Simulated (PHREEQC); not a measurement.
# Copper plating or etch bath

Solution (45 °C): 0.016 mol CuSO4 and 0.00034 mol HCl per kg of water. Closed to the air; pH follows from the charge balance.

The numbers come from PHREEQC with the ion-association model, wateq4f.dat.

Each row changes one thing in this solution. This is a speciation only: nothing precipitates in the calculation.

| case | pH | ionic strength (mol/kgw) | Cu+2 (mol/kgw) | SO4-2 (mol/kgw) | CuSO4 (mol/kgw) | Cl- (mol/kgw) | SI of Tenorite (CuO) | SI of Chalcanthite (CuSO4:5H2O) |
|---|---|---|---|---|---|---|---|---|
| as made | 3.78 | 0.0413 | 0.0103 | 0.0102 | 0.00567 | 0.000329 | -1.64 | -2.04 |
| HCl from 0.00034 to 0.0034 mol/kgw | 2.77 | 0.0434 | 0.0106 | 0.00936 | 0.00524 | 0.00329 | -3.67 | -2.07 |
| diluted 100-fold with water | 5.36 | 0.000625 | 0.000154 | 0.000156 | 4.42e-6 | 3.40e-6 | -0.07 | -5.15 |
| 0.00044 mol/kgw (CH3)4NF added | 3.89 | 0.0418 | 0.0103 | 0.0102 | 0.00565 | 0.000329 | -1.43 | -2.04 |
| HCl from 0.00034 to 0.0017 mol/kgw | 3.08 | 0.0422 | 0.0105 | 0.00980 | 0.00547 | 0.00164 | -3.05 | -2.05 |

(CH3)4N+ isn't in the database: it is added as a free cation with an ion size of 4 Å. Away from 25 °C the constants follow the database's enthalpies or fits; those with neither stay at their 25 °C values.
